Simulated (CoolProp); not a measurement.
Vapour-liquid equilibrium of R22 (1) + n-hexane (2) at 1.35 bar; x and y are mole fractions of (1).

Model: multi-fluid Helmholtz-energy mixture model, Kamei 1995 and Thol 2019; pair parameters Bell 2016, in CoolProp.

| x | bubble temperature (°C) | y at the bubble point | dew temperature at overall composition x (°C) | liquid density (mol/L) |
|---|---|---|---|---|
| 0.05 | 39.9 | (withheld) | (withheld) | 7.624 |
| 0.2 | -4.4 | 0.969 | (withheld) | (withheld) |
| 0.35 | -17.8 | 0.988 | 64.1 | 9.775 |
| 0.5 | -23.8 | (withheld) | (withheld) | 10.83 |
| 0.65 | -27.4 | 0.995 | 46.4 | 12.04 |
| 0.8 | -30.3 | 0.997 | 32.3 | (withheld) |
| 0.95 | -33.4 | 0.999 | 3.6 | 15.35 |

Problem. Some entries are withheld; supply them.

Solution. 
- 0.05, y at the bubble point: 0.727
- 0.05, dew temperature at overall composition x (°C): 76.4
- 0.2, dew temperature at overall composition x (°C): 70.6
- 0.2, liquid density (mol/L): 8.797
- 0.5, y at the bubble point: 0.993
- 0.5, dew temperature at overall composition x (°C): 56.3
- 0.8, liquid density (mol/L): 13.51

No azeotrope shows between x = 0.05 and 0.95.

The pair parameters rest on a limited set of measurements; away from them the model extrapolates.
